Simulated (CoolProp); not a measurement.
Computed with CoolProp (reference Helmholtz-energy equation of state, Lemmon 2016).

Q: For R227EA, give the phase and the cp (kJ/(kg K)) at 201.85 °C and 18000 kPa; 201.85 °C and 20300 kPa; 201.85 °C and 22500 kPa.

A: 
- 201.85 °C and 18000 kPa: supercritical; cp 1.31
- 201.85 °C and 20300 kPa: supercritical; cp 1.30
- 201.85 °C and 22500 kPa: supercritical; cp 1.28
